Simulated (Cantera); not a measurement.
An isothermal, constant-pressure homogeneous reactor starts with 0.912 % H2, 99.1 % O2, equivalence ratio 0.0046, at 1273 K and 1330 Pa.

Cantera simulation using the H2/O2 subset of GRI-Mech 3.0, which has no nitrogen chemistry; the numbers are that mechanism's predictions, not measurements. Radical loss at walls, strong at low pressure, is not modelled.

x: mole fraction; the columns are a selection and need not sum to one.

```
t (s)        x H2   x O2       x O       x HO2      x OH     x H2O       x H
--------  -------  -----  --------  ----------  --------  --------  --------
8.00e-6   0.00912  0.991  2.90e-11    2.44e-10  2.89e-11    <1e-12  2.15e-10
2.43e-5   0.00912  0.991  2.28e-10    7.41e-10  2.26e-10  6.09e-12  5.19e-10
7.40e-5   0.00912  0.991   1.43e-9  (withheld)   1.38e-9  1.23e-10  9.45e-10
0.000225  0.00912  0.991   7.14e-9  (withheld)   6.42e-9   1.90e-9   1.61e-9
0.000684  0.00912  0.991   4.43e-8  (withheld)   3.55e-8   2.87e-8   5.20e-9
0.00208   0.00911  0.991   1.18e-6  (withheld)   8.90e-7   1.23e-6   1.12e-7
0.00632   0.00405  0.986   0.00358  (withheld)   0.00177   0.00399  0.000384
0.0192    3.36e-5  0.983   0.00769     6.07e-7  0.000878   0.00850  0.000295
0.0585    2.94e-5  0.984   0.00670     5.69e-7  0.000822   0.00856  0.000240
0.178     2.05e-5  0.986   0.00461  (withheld)  0.000688   0.00870  0.000138
0.541     8.97e-6  0.989   0.00198  (withheld)  0.000456   0.00889   3.92e-5
1.64      2.17e-6  0.990  0.000475  (withheld)  0.000225   0.00904   4.62e-6
5.00      3.65e-7  0.991   7.95e-5  (withheld)   9.24e-5   0.00911   3.18e-7
```

Q: Complete the blanks.

A: 
- 7.40e-5, x HO2: 2.26e-9
- 0.000225, x HO2: 6.86e-9
- 0.000684, x HO2: 2.09e-8
- 0.00208, x HO2: 6.53e-8
- 0.00632, x HO2: 1.01e-6
- 0.178, x HO2: 4.76e-7
- 0.541, x HO2: 3.06e-7
- 1.64, x HO2: 1.30e-7
- 5.00, x HO2: 3.74e-8
